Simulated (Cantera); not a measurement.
A closed system holds: 1 mol SiH2Cl2, 21 mol O2, 93 mol N2, equilibrated at 0.0428 Torr.

These are equilibrium values from Cantera (NASA tables, ideal gas, pure condensed phases), not measurements of a reactor. Candidate condensed phases: H2O, NH4Cl, Si, SiO2, Si2N2O, Si3N4; 47 gas species. The tables hold silica as quartz up to 1696 K and as liquid above; real silica turns to tridymite and cristobalite and melts near 1996 K. Rates play no part.

### Question
At 1175 °C, list the 7 most abundant gas species with their mole fractions, and the condensed phases.

### Answer
N2 0.807, O2 0.171, HCl 0.00909, Cl 0.00825, H2O 0.00407, NO 0.000858, OH 0.000108. Condensed: SiO2(β-quartz).
